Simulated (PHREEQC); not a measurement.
A solution holds 0.11 mol MnSO4, 0.00027 mol ZnCl2 and 0.00013 mol Na2SO4 per kg of water, at 59 °C. It is in equilibrium with CO2 at log p = -3.5 (atm). Otherwise closed; pH follows from the charge balance.

The numbers come from PHREEQC with the ion-association model, phreeqc.dat.

Each row changes one thing in this solution. No solid was allowed to form.

```json
[
 {"case": "as made", "pH": "5.76", "ionic strength (mol/kgw)": "0.196", "SO4-2 (mol/kgw)": "0.0487", "Na+ (mol/kgw)": "0.000240", "NaSO4- (mol/kgw)": "1.95e-5", "HSO4- (mol/kgw)": "7.03e-6"},
 {"case": "ZnCl2 left out", "pH": "5.77", "ionic strength (mol/kgw)": "0.195", "SO4-2 (mol/kgw)": "0.0488", "Na+ (mol/kgw)": "0.000240", "NaSO4- (mol/kgw)": "1.96e-5", "HSO4- (mol/kgw)": "6.93e-6"},
 {"case": "temperature from 59 to 75 °C", "pH": "…", "ionic strength (mol/kgw)": "…", "SO4-2 (mol/kgw)": "0.0451", "Na+ (mol/kgw)": "0.000241", "NaSO4- (mol/kgw)": "1.93e-5", "HSO4- (mol/kgw)": "1.06e-5"},
 {"case": "MnSO4 from 0.11 to 0.22 mol/kgw", "pH": "5.75", "ionic strength (mol/kgw)": "…", "SO4-2 (mol/kgw)": "0.0899", "Na+ (mol/kgw)": "0.000232", "NaSO4- (mol/kgw)": "2.77e-5", "HSO4- (mol/kgw)": "1.07e-5"},
 {"case": "Na2SO4 from 0.00013 to 0.000195 mol/kgw", "pH": "5.76", "ionic strength (mol/kgw)": "0.196", "SO4-2 (mol/kgw)": "0.0488", "Na+ (mol/kgw)": "0.000361", "NaSO4- (mol/kgw)": "2.93e-5", "HSO4- (mol/kgw)": "7.03e-6"},
 {"case": "Na2SO4 from 0.00013 to 0.000143 mol/kgw", "pH": "5.76", "ionic strength (mol/kgw)": "0.196", "SO4-2 (mol/kgw)": "0.0487", "Na+ (mol/kgw)": "0.000264", "NaSO4- (mol/kgw)": "2.15e-5", "HSO4- (mol/kgw)": "7.03e-6"},
 {"case": "MnSO4 left out", "pH": "5.64", "ionic strength (mol/kgw)": "…", "SO4-2 (mol/kgw)": "…", "Na+ (mol/kgw)": "0.000260", "NaSO4- (mol/kgw)": "1.65e-7", "HSO4- (mol/kgw)": "5.56e-8"}
]
```

Question: What belongs in the gaps?

Answer: 
- temperature from 59 to 75 °C, pH: 5.74
- temperature from 59 to 75 °C, ionic strength (mol/kgw): 0.181
- MnSO4 from 0.11 to 0.22 mol/kgw, ionic strength (mol/kgw): 0.360
- MnSO4 left out, ionic strength (mol/kgw): 0.00117
- MnSO4 left out, SO4-2 (mol/kgw): 0.000123

Complexes and solids missing from the database can't appear. Constants without temperature data keep their 25 °C values here.
